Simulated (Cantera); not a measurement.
A diamond (100) surface in a fixed gas of H2 with x(CH4) = 0.011, x(H) = 0.00022, x(CH3) = 0.00054, at 1325 K; coverages are run to steady state.

Detailed kinetics in Cantera: the Harris–Goodwin 1993 mechanism for the reconstructed diamond (100) surface.

θ: site fractions in the mechanism's names (c6HH fully hydrogenated, c6H* and c6*H radical sites, c6** diradical, c6HM methylated).

```json
[
 {"P (Pa)": "580", "growth (µm/h)": "0.00938", "θ c6HH": "0.555", "θ c6H*": "0.0386", "θ c6*H": "0.396", "θ c6**": "0.00986", "θ c6HM": "4.38e-5"},
 {"P (Pa)": "1000", "growth (µm/h)": "…", "θ c6HH": "0.555", "θ c6H*": "0.0385", "θ c6*H": "0.395", "θ c6**": "0.00974", "θ c6HM": "…"},
 {"P (Pa)": "1900", "growth (µm/h)": "0.0819", "θ c6HH": "0.555", "θ c6H*": "0.0384", "θ c6*H": "0.394", "θ c6**": "0.00957", "θ c6HM": "0.000147"},
 {"P (Pa)": "3400", "growth (µm/h)": "0.218", "θ c6HH": "0.555", "θ c6H*": "0.0384", "θ c6*H": "0.393", "θ c6**": "0.00938", "θ c6HM": "0.000267"},
 {"P (Pa)": "6100", "growth (µm/h)": "0.542", "θ c6HH": "0.555", "θ c6H*": "0.0383", "θ c6*H": "0.393", "θ c6**": "0.00918", "θ c6HM": "0.000488"},
 {"P (Pa)": "11000", "growth (µm/h)": "1.27", "θ c6HH": "0.554", "θ c6H*": "0.0382", "θ c6*H": "0.392", "θ c6**": "0.00898", "θ c6HM": "0.000895"},
 {"P (Pa)": "20000", "growth (µm/h)": "2.88", "θ c6HH": "0.553", "θ c6H*": "0.0381", "θ c6*H": "0.391", "θ c6**": "0.00882", "θ c6HM": "0.00165"},
 {"P (Pa)": "36000", "growth (µm/h)": "…", "θ c6HH": "0.552", "θ c6H*": "0.0380", "θ c6*H": "0.390", "θ c6**": "0.00869", "θ c6HM": "…"}
]
```

Question: Complete the blanks.

Answer: 
- 1000, growth (µm/h): 0.0259
- 1000, θ c6HM: 7.61e-5
- 36000, growth (µm/h): 6.34
- 36000, θ c6HM: 0.00297
